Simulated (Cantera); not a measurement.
A Cantera script and its output.

```python
import numpy as np
import cantera as ct

gas = ct.Solution("gri30.yaml")
gas.TPX = 998, 610000, {'CH4': 1, 'O2': 3.57, 'N2': 13.6}
reactor = ct.IdealGasReactor(gas, energy="on", clone=False)
net = ct.ReactorNet([reactor])
net.rtol, net.atol = 1e-08, 1e-16
show = ['CH4', 'O2', 'CO', 'NO', 'CH2CO', 'C2H6', 'H']
times = np.geomspace(1e-06, 6, 14)

steps = ct.SolutionArray(gas, extra=["t"])
rows = []
print(f"{'t/s':>10s}{'T/K':>9s}{'P/Pa':>11s}" + "".join(f"{s:>11s}" for s in show))
for t in times:
    while net.time < t:
        t_next = net.step()
        steps.append(gas.state, t=t_next)
    rows.append([np.interp(t, steps.t, y) for y in (steps.T, steps.P, *steps(*show).X.T)])
    print(f"{t:10.3e}{rows[-1][0]:9.1f}{rows[-1][1]:11.4g}" + "".join(f"{x:11.3e}" for x in rows[-1][2:]))
rate = np.gradient(steps.T, steps.t)
print("integrator steps:", len(steps.t))
if steps.T.max() > steps.T[0] + 200:
    print(f"time of steepest temperature rise: {steps.t[rate.argmax()]:.4e} s")
gas.TPX = 998, 610000, {'CH4': 1, 'O2': 3.57, 'N2': 13.6}
gas.equilibrate("UV")
print(f"equilibrium (UV): T = {gas.T:.1f} K  " + "  ".join(f"{s} {gas[s].X[0]:.3e}" for s in show))
```

It prints:

```
       t/s      T/K       P/Pa        CH4         O2         CO         NO      CH2CO       C2H6          H
 1.000e-06    998.0    6.1e+05  5.504e-02  1.965e-01  1.806e-20  1.471e-28  2.646e-35  2.855e-19  8.922e-16
 3.322e-06    998.0    6.1e+05  5.504e-02  1.965e-01  6.156e-19  2.752e-27  2.845e-32  9.522e-18  1.656e-15
 1.104e-05    998.0    6.1e+05  5.504e-02  1.965e-01  2.402e-17  3.856e-26  3.521e-29  3.676e-16  4.210e-15
 3.666e-05    998.0    6.1e+05  5.504e-02  1.965e-01  8.347e-16  4.548e-25  1.591e-26  1.276e-14  1.293e-14
 1.218e-04    998.0    6.1e+05  5.504e-02  1.965e-01  3.069e-14  5.197e-24  7.379e-24  4.732e-13  4.451e-14
 4.046e-04    998.0    6.1e+05  5.504e-02  1.965e-01  1.172e-12  6.049e-23  3.336e-21  1.865e-11  1.796e-13
 1.344e-03    998.0    6.1e+05  5.504e-02  1.965e-01  5.060e-11  7.972e-22  1.984e-18  8.894e-10  1.012e-12
 4.465e-03    998.0    6.1e+05  5.503e-02  1.965e-01  3.033e-09  1.555e-20  1.845e-15  5.568e-08  7.916e-12
 1.483e-02    998.1    6.1e+05  5.503e-02  1.965e-01  1.535e-07  2.515e-19  4.166e-13  1.110e-06  2.717e-11
 4.927e-02    998.7  6.104e+05  5.496e-02  1.964e-01  5.253e-06  3.126e-18  4.296e-11  1.067e-05  1.436e-10
 1.637e-01   2401.4  1.471e+06  3.749e-19  7.975e-02  1.069e-03  1.150e-02  1.938e-21  1.505e-35  7.988e-05
 5.437e-01   2401.4  1.471e+06  3.747e-19  7.974e-02  1.069e-03  1.151e-02  1.937e-21  1.504e-35  7.987e-05
 1.806e+00   2401.4  1.471e+06  3.747e-19  7.974e-02  1.069e-03  1.151e-02  1.937e-21  1.504e-35  7.987e-05
 6.000e+00   2401.4  1.471e+06  3.747e-19  7.974e-02  1.069e-03  1.151e-02  1.937e-21  1.504e-35  7.987e-05
integrator steps: 2492
time of steepest temperature rise: 1.2089e-01 s
equilibrium (UV): T = 2401.4 K  CH4 5.536e-19  O2 7.974e-02  CO 1.069e-03  NO 1.151e-02  CH2CO 2.773e-21  C2H6 2.482e-35  H 7.987e-05
```

Detailed kinetics in Cantera: GRI-Mech 3.0 (53 species, 325 reactions). Below about 1000 K GRI-Mech 3.0 lacks low-temperature oxidation paths.
